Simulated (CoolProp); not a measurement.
Saturated liquid density (kg/m³) of water: the reference equation beside estimates from Tc = 647.1 K, pc = 22.06 MPa, ω = 0.344. Rackett uses Z = 0.29056 − 0.08775 ω.

Model: reference Helmholtz-energy equation of state, Wagner 2002, in CoolProp.

```csv
T (K),reference,Rackett,van der Waals,Redlich-Kwong,Soave-Redlich-Kwong,Peng-Robinson
489.1,845.4,697.6,400.0,572.6,608.5,689.9
497.6,834.5,687.9,394.5,562.7,598.8,679.1
506,823.3,678.0,388.9,552.6,588.8,667.9
514.5,811.5,667.6,383.0,542.1,578.2,656.1
522.9,799.3,657.1,377.0,531.3,567.3,643.8
531.4,786.4,646.2,370.7,519.9,555.7,630.8
539.8,773.0,634.9,364.3,508.3,543.7,617.2
548.3,758.7,623.1,357.5,496.0,530.9,602.6
556.7,743.9,611.0,350.4,483.4,517.6,587.4
```

Absolute difference from the reference over all 9 rows, mean and median: Rackett 17.7 and 17.8 %, van der Waals 52.8 and 52.8 %, Redlich-Kwong 33.6 and 33.5 %, Soave-Redlich-Kwong 29.1 and 29.0 %, Peng-Robinson 19.6 and 19.5 %.
